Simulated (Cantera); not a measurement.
A perfectly stirred reactor is fed with C2H4 : O2 : N2 : H2O = 1 : 1.88 : 13.5 : 0.45 (molar parts), at 7500 Torr; it is adiabatic with a 800 K inlet, and is followed from long to short residence time, starting on the burning branch (τ in s: 0.43, 0.21, 0.11, 0.053, 0.026, 0.013, 0.0065, 0.0032, 0.0016, 0.00079, 0.00039, 0.0002, 9.7e-05).

Detailed kinetics in Cantera: GRI-Mech 3.0 (53 species, 325 reactions). GRI-Mech 3.0 was tuned for natural gas; its chemistry of ethylene as a main component is partial and can be far from experiment.

Task: What does this change do: inlet temperature 800 to 823 K?

Result: 
| quantity | before | after |
|---|---|---|
| blow-out, bracketed by the residence times tried | burning at 97.0 µs, the shortest tried | burning at 97.0 µs, the shortest tried |
| x(C2H4) at τ = 0.430 s | 5.42e-6 | 4.13e-6 |
| x(O2) at τ = 0.430 s | 2.41e-5 | 2.05e-5 |
| x(H2O) at τ = 0.430 s | 0.0900 | 0.0900 |
| x(NO) at τ = 0.430 s | 8.87e-6 | 1.05e-5 |
| x(C2H2) at τ = 0.430 s | 0.000552 | 0.000441 |
| x(C2H4) at τ = 6.50 ms | 0.000128 | 0.000110 |
| x(O2) at τ = 6.50 ms | 0.000846 | 0.000757 |
| x(H2O) at τ = 6.50 ms | 0.0964 | 0.0961 |
| x(NO) at τ = 6.50 ms | 1.15e-5 | 1.50e-5 |
| x(C2H2) at τ = 6.50 ms | 0.00500 | 0.00465 |

Task: What does this change do: inlet temperature 800 to 350 K?

Result: 
| quantity | before | after |
|---|---|---|
| blow-out, bracketed by the residence times tried | burning at 97.0 µs, the shortest tried | burning at 0.390 ms, out at 0.200 ms |
| x(C2H4) at τ = 0.430 s | 5.42e-6 | 0.000342 |
| x(O2) at τ = 0.430 s | 2.41e-5 | 0.000388 |
| x(H2O) at τ = 0.430 s | 0.0900 | 0.0940 |
| x(NO) at τ = 0.430 s | 8.87e-6 | 1.76e-8 |
| x(C2H2) at τ = 0.430 s | 0.000552 | 0.00609 |
| x(C2H4) at τ = 6.50 ms | 0.000128 | 0.00167 |
| x(O2) at τ = 6.50 ms | 0.000846 | 0.00357 |
| x(H2O) at τ = 6.50 ms | 0.0964 | 0.0973 |
| x(NO) at τ = 6.50 ms | 1.15e-5 | 3.97e-8 |
| x(C2H2) at τ = 6.50 ms | 0.00500 | 0.00554 |

Task: What does this change do: inlet temperature 800 to 398 K?

Result: 
| quantity | before | after |
|---|---|---|
| blow-out, bracketed by the residence times tried | burning at 97.0 µs, the shortest tried | burning at 0.390 ms, out at 0.200 ms |
| x(C2H4) at τ = 0.430 s | 5.42e-6 | 0.000247 |
| x(O2) at τ = 0.430 s | 2.41e-5 | 0.000314 |
| x(H2O) at τ = 0.430 s | 0.0900 | 0.0938 |
| x(NO) at τ = 0.430 s | 8.87e-6 | 3.32e-8 |
| x(C2H2) at τ = 0.430 s | 0.000552 | 0.00567 |
| x(C2H4) at τ = 6.50 ms | 0.000128 | 0.00131 |
| x(O2) at τ = 6.50 ms | 0.000846 | 0.00321 |
| x(H2O) at τ = 6.50 ms | 0.0964 | 0.0977 |
| x(NO) at τ = 6.50 ms | 1.15e-5 | 7.06e-8 |
| x(C2H2) at τ = 6.50 ms | 0.00500 | 0.00638 |
